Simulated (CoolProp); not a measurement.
A simple Rankine cycle with sulfur dioxide: condensing at 304.15 K, boiler at 5.75 MPa, turbine inlet 416.8 K, turbine efficiency 0.9, pump efficiency 0.6, no recuperator. Each further row changes one setting.

The numbers come from the reference Helmholtz-energy equation of state, Gao 2016 in CoolProp.

| case | thermal efficiency (%) | net work (kJ/kg) | heat in (kJ/kg) | turbine exit temperature (K) | volume ratio over the turbine |
|---|---|---|---|---|---|
| as stated | 18.1 | 62.8 | 346 | 304.1 | 11.1 |
| turbine inlet 436.8 K | 18.8 | 71.3 | 379 | 304.1 | 9.77 |
| condensing temperature 296.15 K | 19.4 | 69.5 | 357 | 296.1 | 14.1 |
| boiler pressure 4.02 MPa | 16.9 | 64.9 | 384 | 304.1 | 6.81 |
| turbine efficiency 0.8 | 15.9 | 55.1 | 346 | 304.1 | 11.4 |

The expansion ends wet for: as stated; turbine inlet 436.8 K; condensing temperature 296.15 K; boiler pressure 4.02 MPa; turbine efficiency 0.8.
